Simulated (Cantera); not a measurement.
Cantera run:

```python
import numpy as np
import cantera as ct

gas_names = """
    CL CL2 N N2 Si SiCL SiCL2 SiCL3 SiCL4 SiN Si2 Si2N Si3
""".split()
cond_names = """
    Si(cr) Si(L) Si3N4(a)
""".split()


# ... load() reads the species with a 1 bar reference pressure and builds the phases ...
atoms = {
    'Si2Cl6': {'Si': 2, 'CL': 6},
    'Cl2': {'CL': 2},
    'N2': {'N': 2},
}
top_T = {'Si3N4(a)': 2400}  # K; cautious upper limits of use, not melting points


# ... equilibrate(T, P, feed) seeds the gas with the atoms and calls Mixture.equilibrate('TP', solver="vcs", rtol=1e-11, max_steps=5000) ...
results = []
feed = {'Si2Cl6': 1, 'Cl2': 0.053, 'N2': 57}  # mol
T = 1525  # K
for P in [100, 350, 1300, 4500, 16000, 56000, 200000]:
    mix = equilibrate(T, P, feed)
    results.append((T, P, feed, dict(zip(mix.species_names, mix.species_moles))))

top = {s: max(r[3][s] / sum(r[3][g] for g in gas_names) for r in results) for s in gas_names}
cols = sorted((s for s in top if top[s] > 0.001), key=lambda s: -top[s])[:7]
seen = [c for c in cond_names if any(r[3].get(c, 0) > 1e-12 for r in results)]
print("log10 of partial pressures in bar; condensed amounts in mol")
print(f"{'P/Pa':>10s}" + "".join(f"{s[:9]:>10s}" for s in cols + seen))
for T, P, feed, n in results:
    ng = sum(n[g] for g in gas_names)
    print(f"{P:10.4g}" + "".join(f"{np.log10(max(n[s] / ng * P / 1e5, 1e-99)):10.3f}" for s in cols)
          + "".join(f"{n.get(c, 0):10.4g}" for c in seen))
```

Output:

```
log10 of partial pressures in bar; condensed amounts in mol
      P/Pa        N2     SiCL4     SiCL2     SiCL3        CL  Si3N4(a)
       100    -3.017    -4.933    -4.838    -5.122    -5.334         0
       350    -2.472    -4.333    -4.343    -4.575    -5.281         0
      1300    -1.901    -3.745    -3.791    -4.005    -5.263         0
      4500    -1.362    -3.201    -3.257    -3.465    -5.258         0
   1.6e+04    -0.811    -2.638    -2.727    -2.919    -5.242  0.005829
   5.6e+04    -0.265    -1.963    -2.571    -2.503    -4.982   0.08377
     2e+05     0.289    -1.347    -2.448    -2.134    -4.736    0.1226
```

Cantera equilibrium calculation (NASA polynomials, part measured and part estimated; ideal gas, pure solids and liquids). The feed counts by its element totals alone. The tables' values for SiCl3 are old estimates; treat these amounts as uncertain.
